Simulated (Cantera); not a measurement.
A perfectly stirred reactor is fed with CO : H2 : CH4 : O2 : N2 = 1 : 0.05 : 1.4 : 3.32 : 29.9 (molar parts), equivalence ratio 1.0, at 1.00 atm; it is adiabatic with a 375 K inlet, and is followed from long to short residence time, starting on the burning branch (τ in s: 0.42, 0.17, 0.073, 0.03, 0.013, 0.0052, 0.0022, 0.0009, 0.00038, 0.00016, 6.5e-05, 2.7e-05).

Detailed kinetics in Cantera: GRI-Mech 3.0 (53 species, 325 reactions).

### Question
What does this change do: CH4 1.4 to 1.8 parts?

### Answer
```csv
quantity,before,after
"blow-out, bracketed by the residence times tried","burning at 5.20 ms, out at 2.20 ms","burning at 73.0 ms, out at 30.0 ms"
x(CO) at τ = 0.420 s,0.00238,0.0256
x(H2) at τ = 0.420 s,0.000998,0.0129
x(CH4) at τ = 0.420 s,8.27e-6,0.00147
x(H2O2) at τ = 0.420 s,5.77e-8,5.65e-9
x(C2H4) at τ = 0.420 s,6.81e-9,0.000105
x(CO) at τ = 2.20 ms,0.0280,0.0277
x(H2) at τ = 2.20 ms,0.00140,0.00139
x(CH4) at τ = 2.20 ms,0.0392,0.0499
x(H2O2) at τ = 2.20 ms,<1e-12,<1e-12
x(C2H4) at τ = 2.20 ms,<1e-12,<1e-12
```
